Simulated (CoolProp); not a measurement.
Values from CoolProp's reference Helmholtz-energy equation of state, Thol 2018.

Question: Give the vapour pressure (MPa), liquid density (kg/m³), enthalpy of vaporisation (kJ/kg), liquid cp (kJ/(kg K)) of saturated hydrogen chloride at 4.15 °C.

Answer: 
```json
[
 {"T (°C)": "4.15", "p (MPa)": "2.88", "liquid density (kg/m³)": "911", "enthalpy of vaporisation (kJ/kg)": "301", "liquid cp (kJ/(kg K))": "2.09"}
]
```
